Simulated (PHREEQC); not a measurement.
Dissolve 0.001 mol/kgw MgCl2, 8.5e-05 mol/kgw Na2SO4 and 0.0011 mol/kgw MgSO4 at 20 °C. Closed to the air; pH follows from the charge balance.

Equilibrium calculation in PHREEQC: ion-association model, phreeqc.dat.

```tsv
quantity	before	after
ionic strength (mol/kgw)	0.00687	0.00670
Mg+2 (mol/kgw)	0.00190	0.00186
SO4-2 (mol/kgw)	0.000988	0.000946
MgSO4 (mol/kgw)	0.000197	0.000238
NaSO4- (mol/kgw)	5.77e-7	5.88e-7
MgOH+ (mol/kgw)	3.49e-8	5.67e-8
SI of Halite (NaCl)	-8.11	-8.12
```

Question: What was changed between the two runs?
A) temperature from 20 to 30 °C
B) MgSO4 left out
C) temperature from 20 to 40 °C
D) MgCl2 from 0.001 to 0.0009 mol/kgw

Answer: A, temperature from 20 to 30 °C

No solid was allowed to form.
